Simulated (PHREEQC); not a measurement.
# Phosphoric acid bath

Dissolve 0.0023 mol/kgw H3PO4 and 5.1e-05 mol/kgw NaOH at 25 °C. Closed to the air; pH follows from the charge balance.

All values are PHREEQC results (ion-association model, phreeqc.dat), not measurements.

No solid was allowed to form.

Task: Predict the pH, ionic strength, specific conductance.

Result: pH 2.76; ionic strength 0.00185 mol/kgw; specific conductance 668 µS/cm.

Task: In which forms is P present?

Result: H2PO4- 81 %, H3PO4 19 % of the P.
